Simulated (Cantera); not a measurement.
Charge: 1 mol (CH3)2SiCl2, 7.8 mol H2, equilibrated at 10000 Pa.

Equilibrium computed with Cantera from the NASA thermochemical tables; the gas is ideal and each condensed phase is pure. Candidate condensed phases: C, C6H6, C7H8, C8H18, Si, SiC; 109 gas species. The feed counts by its element totals alone. Rates play no part.

Task: What share of the Si ends up in condensed phases as a function of T (K), at 1073, 1148, 1223, 1298, 1373, 1448, 1523, 1598, 1673, 1748, 1823, 1898, 1973, 2048?

Result: 
```json
[
 {"T (K)": "1073", "Si condensed (%)": "86.0", "as": "SiC(s)"},
 {"T (K)": "1148", "Si condensed (%)": "93.3", "as": "SiC(s)"},
 {"T (K)": "1223", "Si condensed (%)": "97.1", "as": "SiC(s)"},
 {"T (K)": "1298", "Si condensed (%)": "98.6", "as": "SiC(s)"},
 {"T (K)": "1373", "Si condensed (%)": "99.0", "as": "SiC(s)"},
 {"T (K)": "1448", "Si condensed (%)": "99.0", "as": "SiC(s)"},
 {"T (K)": "1523", "Si condensed (%)": "98.8", "as": "SiC(s)"},
 {"T (K)": "1598", "Si condensed (%)": "98.4", "as": "SiC(s)"},
 {"T (K)": "1673", "Si condensed (%)": "98.0", "as": "SiC(s)"},
 {"T (K)": "1748", "Si condensed (%)": "97.5", "as": "SiC(s)"},
 {"T (K)": "1823", "Si condensed (%)": "96.9", "as": "SiC(s)"},
 {"T (K)": "1898", "Si condensed (%)": "96.2", "as": "SiC(s)"},
 {"T (K)": "1973", "Si condensed (%)": "95.4", "as": "SiC(s)"},
 {"T (K)": "2048", "Si condensed (%)": "94.5", "as": "SiC(s)"}
]
```
